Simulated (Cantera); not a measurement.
Input: 1 mol Si3N4, a varied amount of HCl, equilibrated at 950 K and 14.0 Pa.

These are equilibrium values from Cantera (NASA tables, ideal gas, pure condensed phases), not measurements of a reactor. Candidate condensed phases: NH4Cl, Si, Si3N4; 28 gas species. The numbers say what is thermodynamically allowed, not how fast it happens.

Question: Which condensed phases are stable at each of these points (n(HCl) (mol)): 11, 20, 30, 39, 48, 57, 67, 76, 85, 95?

Answer: 
```json
[
 {"n(HCl) (mol)": "11", "condensed phases": "Si3N4(s)", "Si condensed (%)": "55.3"},
 {"n(HCl) (mol)": "20", "condensed phases": "Si3N4(s)", "Si condensed (%)": "18.6"},
 {"n(HCl) (mol)": "30", "condensed phases": "gas only", "Si condensed (%)": "0.0"},
 {"n(HCl) (mol)": "39", "condensed phases": "gas only", "Si condensed (%)": "0.0"},
 {"n(HCl) (mol)": "48", "condensed phases": "gas only", "Si condensed (%)": "0.0"},
 {"n(HCl) (mol)": "57", "condensed phases": "gas only", "Si condensed (%)": "0.0"},
 {"n(HCl) (mol)": "67", "condensed phases": "gas only", "Si condensed (%)": "0.0"},
 {"n(HCl) (mol)": "76", "condensed phases": "gas only", "Si condensed (%)": "0.0"},
 {"n(HCl) (mol)": "85", "condensed phases": "gas only", "Si condensed (%)": "0.0"},
 {"n(HCl) (mol)": "95", "condensed phases": "gas only", "Si condensed (%)": "0.0"}
]
```

From 11 mol HCl to 20 mol HCl the condensed part is Si3N4(s). From 30 mol HCl to 95 mol HCl nothing is condensed.
